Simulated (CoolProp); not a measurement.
Vapour-liquid equilibrium of ethane (1) + n-butane (2) at 0.92 bar; x and y are mole fractions of (1).

Values from CoolProp's multi-fluid Helmholtz-energy mixture model, Bücker 2006 and Bücker 2006; pair parameters Kunz 2012.

```
x     bubble temperature, mixture model (°C)  bubble temperature, Raoult's law (°C)  y, mixture model  y, Raoult's law
----  --------------------------------------  -------------------------------------  ----------------  ---------------
0.05                                       ?                                  -26.1             0.595            0.649
0.2                                        ?                                  -56.5             0.939            0.945
0.35                                   -69.3                                  -69.3             0.980            0.982
0.5                                        ?                                  -76.9             0.992            0.992
0.65                                       ?                                  -82.2             0.996            0.996
0.8                                    -86.3                                  -86.2                 ?            0.999
0.95                                   -89.4                                  -89.4             1.000            1.000
```

### Question
Some entries are withheld; supply them.

### Answer

- 0.05, bubble temperature, mixture model (°C): -23.7
- 0.2, bubble temperature, mixture model (°C): -55.5
- 0.5, bubble temperature, mixture model (°C): -77.2
- 0.65, bubble temperature, mixture model (°C): -82.4
- 0.8, y, mixture model: 0.998

The largest gap from Raoult's law is +2.4 K in bubble temperature, at x = 0.05. No azeotrope shows between x = 0.05 and 0.95.

The pair parameters rest on a limited set of measurements; away from them the model extrapolates. The gap from Raoult's law changes sign with composition, which may be real or a fault of the pair parameters; it wasn't checked against measurements.
